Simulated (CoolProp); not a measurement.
n-decane at several states: Z from the reference equation and from simpler models built on Tc = 617.7 K, pc = 2101 kPa, ω = 0.488; each cubic takes its own stable root.

The numbers come from the reference Helmholtz-energy equation of state, Lemmon 2006 in CoolProp. It is a short technical equation, of lower accuracy than the large ones.

| T (K) | p (kPa) | phase | reference |
|---|---|---|---|
| 597.4 | 1230 | gas | 0.6903 |
| 319.1 | 18.4 | liquid | 0.001389 |
| 278.5 | 6600 | liquid | 0.5434 |
| 328.1 | 27.4 | liquid | 0.002032 |
| 434.8 | 13.9 | gas | 0.9908 |

How far does each simpler model (van der Waals, Redlich-Kwong, Soave-Redlich-Kwong, Peng-Robinson) lie from the reference over these 5 states: mean and median of the absolute difference, and the worst?


- van der Waals: mean 23884.9 %, median 84.9 %, worst +71037.5 % at 319.1 K and 18.4 kPa
- Redlich-Kwong: mean 17.1 %, median 26.3 %, worst +26.7 % at 319.1 K and 18.4 kPa
- Soave-Redlich-Kwong: mean 13.6 %, median 20.5 %, worst +22.4 % at 278.5 K and 6600 kPa
- Peng-Robinson: mean 5.0 %, median 7.2 %, worst +9.3 % at 278.5 K and 6600 kPa

At some of these states van der Waals gives the other phase, because its saturation line lies elsewhere.
